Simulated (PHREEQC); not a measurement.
0.047 g of hydrous ferric oxide (600 m²/g; 0.2 weak and 0.005 strong sites per Fe, Dzombak-Morel constants, diffuse double layer) in 1 kg of water with 0.05 mol/kgw of an inert sodium salt and 0.00099 mmol/kgw NiCl2 and 0.0002 mmol/kgw Na2SO4, at 25 °C; the pH is set by adding NaOH or the inert anion's acid. Oxygen is held at 0.21 atm. CO2 from the air is kept out. Precipitation was switched off in this run.

Equilibrium calculation in PHREEQC: ion-association model, wateq4f.dat.

| pH | Ni sorbed (%) | S sorbed (%) | surface charge σ (C/m²) | surface potential ψ (mV) |
|---|---|---|---|---|
| 4 | 0.0 | 97.6 | 0.293 | 160 |
| 4.67 | 0.0 | 93.5 | 0.218 | 144 |
| 6 | 4.0 | 33.6 | 0.089 | 99 |
| 6.67 | 36.2 | 5.4 | 0.049 | 71 |
| 7.33 | 87.8 | 0.5 | 0.023 | 40 |
| 8.67 | 99.9 | 0.0 | -0.015 | -28 |
| 9.33 | 100.0 | 0.0 | -0.038 | -60 |
| 10 | 100.0 | 0.0 | -0.073 | -90 |
| 11.33 | 100.0 | 0.0 | -0.193 | -137 |
| 12 | 99.6 | 0.0 | -0.277 | -151 |

Species that the database lacks are ignored.
